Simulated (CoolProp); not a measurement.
Saturation properties of ammonia.

Computed with CoolProp (reference Helmholtz-energy equation of state, Gao 2020).

```json
[
 {"T (K)": "293.1", "p (bar)": "8.557", "enthalpy of vaporisation (kJ/kg)": "1187", "liquid cp (kJ/(kg K))": "4.739", "surface tension (mN/m)": "21.6", "liquid viscosity (µPa s)": "139"},
 {"T (K)": "298.6", "p (bar)": "10.17", "enthalpy of vaporisation (kJ/kg)": "1164", "liquid cp (kJ/(kg K))": "4.784", "surface tension (mN/m)": "20.4", "liquid viscosity (µPa s)": "131"},
 {"T (K)": "304", "p (bar)": "11.96", "enthalpy of vaporisation (kJ/kg)": "1141", "liquid cp (kJ/(kg K))": "4.834", "surface tension (mN/m)": "19.2", "liquid viscosity (µPa s)": "125"},
 {"T (K)": "309.5", "p (bar)": "14.03", "enthalpy of vaporisation (kJ/kg)": "1116", "liquid cp (kJ/(kg K))": "4.891", "surface tension (mN/m)": "17.9", "liquid viscosity (µPa s)": "___"},
 {"T (K)": "314.9", "p (bar)": "___", "enthalpy of vaporisation (kJ/kg)": "1091", "liquid cp (kJ/(kg K))": "4.955", "surface tension (mN/m)": "16.7", "liquid viscosity (µPa s)": "112"},
 {"T (K)": "320.4", "p (bar)": "___", "enthalpy of vaporisation (kJ/kg)": "1065", "liquid cp (kJ/(kg K))": "5.028", "surface tension (mN/m)": "15.5", "liquid viscosity (µPa s)": "107"},
 {"T (K)": "325.8", "p (bar)": "21.77", "enthalpy of vaporisation (kJ/kg)": "1037", "liquid cp (kJ/(kg K))": "___", "surface tension (mN/m)": "14.3", "liquid viscosity (µPa s)": "101"},
 {"T (K)": "331.2", "p (bar)": "24.92", "enthalpy of vaporisation (kJ/kg)": "1009", "liquid cp (kJ/(kg K))": "5.205", "surface tension (mN/m)": "___", "liquid viscosity (µPa s)": "96.3"},
 {"T (K)": "336.7", "p (bar)": "28.48", "enthalpy of vaporisation (kJ/kg)": "977.7", "liquid cp (kJ/(kg K))": "5.316", "surface tension (mN/m)": "12.0", "liquid viscosity (µPa s)": "91.4"},
 {"T (K)": "342.1", "p (bar)": "32.33", "enthalpy of vaporisation (kJ/kg)": "945.7", "liquid cp (kJ/(kg K))": "5.444", "surface tension (mN/m)": "___", "liquid viscosity (µPa s)": "86.8"}
]
```

### Question
Fill in the missing entries.

### Answer

- 309.5, liquid viscosity (µPa s): 118
- 314.9, p (bar): 16.31
- 320.4, p (bar): 18.92
- 325.8, liquid cp (kJ/(kg K)): 5.111
- 331.2, surface tension (mN/m): 13.1
- 342.1, surface tension (mN/m): 10.8

It boils at 239.8 K under 1 atm.

Viscosity comes from a separate model (Fenghour 1995). Surface tension comes from a separate correlation (Mulero 2012).
